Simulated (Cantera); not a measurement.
An adiabatic, constant-volume homogeneous reactor starts with H₂ : O₂ : N₂ = 1 : 1.04 : 3.92 (molar parts), at 1375 K and 0.375 atm.

Cantera simulation using the H2/O2 subset of GRI-Mech 3.0, which has no nitrogen chemistry; the numbers are that mechanism's predictions, not measurements.

One state of this run: T (K) = 2580; P (bar) = 0.663; x H₂ = 0.00575; x O₂ = 0.0919; x O = 0.00796; x H₂O = 0.162; x H = 0.00332. x: mole fraction; the columns are a selection and need not sum to one.

Which value of t (s) does it belong to?
A) 4.00
B) 0.000155
C) 8.53e-6
D) 2.00e-6

A, 4.00
